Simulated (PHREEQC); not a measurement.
PHREEQC input (ion-association model, wateq4f.dat):

```
SOLUTION_MASTER_SPECIES
  An  An-  0  An  62.0  # stands for a non-complexing anion
SOLUTION_SPECIES
  An- = An-
    -log_k 0
    -gamma 3.0 0
PHASES
  Fix_H+
    H+ = H+
    -log_k 0
SOLUTION 1
  temp 25
  units mmol/kgw
  pH 7 charge
  Cl 19.84
  Ba 0.02
  Pb 9.9
  Na 1
  An 1
END
SELECTED_OUTPUT 1
  -reset false
  -pH true
  -pe true
  -ionic_strength true
  -water true
  -totals Ba Cl Na Pb
  -molalities Hfo_wOH Hfo_wOH2+ Hfo_wO- Hfo_sOH Hfo_sOH2+ Hfo_sO- Hfo_sOHBa+2 Hfo_wOBa+ Hfo_sOPb+ Hfo_wOPb+
  -saturation_indices Litharge Cotunnite Laurionite Halite
USER_PUNCH 1
  -headings sigma psi
  10 PUNCH EDL("sigma", "Hfo"), EDL("psi", "Hfo")
PRINT
  -reset false
USE solution 1
SURFACE 1
  Hfo_wOH 0.0314607 600 14
  Hfo_sOH 0.000786517
EQUILIBRIUM_PHASES 1
  Fix_H+ -4 HAn 10
    -force_equality true
  O2(g) -0.68 10
END
# ... the last block is repeated for the other 16 points of pH, with NaOH or the acid as the point needs
```

Selected output (columns that matter, 13 of 17 rows; pH added in front):

```
pH	mu	Ba	Cl	Na	Pb	m_Hfo_wOH	m_Hfo_wOH2+	m_Hfo_wO-	m_Hfo_sOH	si_Litharge	si_Cotunnite	si_Halite	sigma	psi
4	0.034018	2e-05	0.01984	0.001	0.0083862	0.0078236	0.022847	6.1374e-05	3.7647e-07	-7.2266	-1.4001	-6.4871	0.27915	0.16709
4.5	0.024272	2e-05	0.01984	0.001	0.0057357	0.013103	0.014712	0.00026735	1.3622e-07	-6.3693	-1.495	-6.4541	0.21377	0.16207
5.5	0.01556	1.9997e-05	0.019837	0.0086736	0.00057114	0.017396	0.0035854	0.0019336	7.1537e-08	-5.3532	-2.3873	-5.4594	0.12614	0.14647
6	0.016668	1.9996e-05	0.019836	0.012126	0.00010964	0.017104	0.0020049	0.003343	6.6733e-08	-5.078	-3.1086	-5.3137	0.09709	0.13139
6.5	0.017803	1.9995e-05	0.019835	0.01464	1.8924e-05	0.016184	0.0012076	0.0049689	6.2512e-08	-4.8535	-3.8861	-5.2345	0.070288	0.11341
7.5	0.019554	1.9972e-05	0.019834	0.018193	5.1285e-07	0.013916	0.00056438	0.0078605	5.3642e-08	-4.5223	-5.5595	-5.1446	0.02988	0.069919
8	0.020131	1.9825e-05	0.019833	0.019349	9.9141e-08	0.013015	0.00043664	0.0088877	5.0168e-08	-4.4109	-6.4496	-5.1193	0.016613	0.045215
8.5	0.020573	1.8707e-05	0.019833	0.020235	2.5935e-08	0.01229	0.00035707	0.0096908	4.7371e-08	-4.3235	-7.3634	-5.101	0.0064817	0.019332
9.5	0.021386	3.5621e-06	0.019833	0.021889	5.5724e-09	0.010895	0.00024315	0.011184	4.1977e-08	-4.1567	-9.1986	-5.0689	-0.011811	-0.033047
10	0.021997	5.5803e-07	0.019832	0.023044	5.2113e-09	0.0099352	0.00018537	0.012198	3.8278e-08	-4.0388	-10.082	-5.048	-0.0241	-0.058025
10.5	0.022991	8.6961e-08	0.019832	0.024781	8.4919e-09	0.0085724	0.00012359	0.013622	3.3031e-08	-3.8628	-10.909	-5.0188	-0.041169	-0.080977
11.5	0.028589	4.8769e-09	0.01983	0.032612	2.9195e-07	0.0043064	2.3621e-05	0.017986	1.6597e-08	-3.1443	-12.203	-4.9115	-0.092494	-0.11531
12	0.038147	2.9563e-09	0.019829	0.043372	1.0778e-05	0.0019466	4.2604e-06	0.020375	7.5116e-09	-2.4011	-12.477	-4.8047	-0.1203	-0.12128
```
